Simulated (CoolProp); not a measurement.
Vapour-liquid equilibrium of dimethyl ether (1) + methanol (2) at 0.169 bar; x and y are mole fractions of (1).

Computed with CoolProp (multi-fluid Helmholtz-energy mixture model, Wu 2011 and de Reuck 1993; pair parameters Bell 2016).

Question: Give the bubble temperature and the first vapour's composition at x = 0.55, 0.65, 0.95. Is there an azeotrope?

Answer: x = 0.55: 218.9 K, y = 0.997; x = 0.65: 217.9 K, y = 0.997; x = 0.95: 214.6 K, y = 0.999. No azeotrope shows between x = 0.05 and 0.95.

The pair parameters rest on a limited set of measurements; away from them the model extrapolates. With so large a gap from Raoult's law the liquid may split in two, which this calculation doesn't test in full.
